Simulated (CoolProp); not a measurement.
Methanol along the isotherm 311.3 K: Z from the reference equation and from simpler models built on Tc = 513.4 K, pc = 8.216 MPa, ω = 0.565; each cubic takes its own stable root.

The numbers come from the reference Helmholtz-energy equation of state, de Reuck 1993 in CoolProp.

```csv
p (MPa),phase,reference,van der Waals,Redlich-Kwong,Peng-Robinson
0.513,liquid,(withheld),0.9375,0.01140,0.009449
1.03,liquid,0.01645,0.03366,0.02287,0.01896
1.54,liquid,0.02459,0.05024,0.03417,0.02835
2.05,liquid,0.03270,0.06677,0.04545,0.03772
2.57,liquid,0.04097,0.08357,(withheld),0.04728
3.08,liquid,0.04907,(withheld),0.06818,0.05664
3.59,liquid,0.05716,0.1164,0.07940,0.06600
4.11,liquid,0.06539,0.1330,0.09084,(withheld)
```

Problem. What belongs in the gaps?

Solution. 
- 0.513, reference: 0.008201
- 2.57, Redlich-Kwong: 0.05693
- 3.08, van der Waals: 0.1000
- 4.11, Peng-Robinson: 0.07554

At some of these states van der Waals gives the other phase, because its saturation line lies elsewhere.
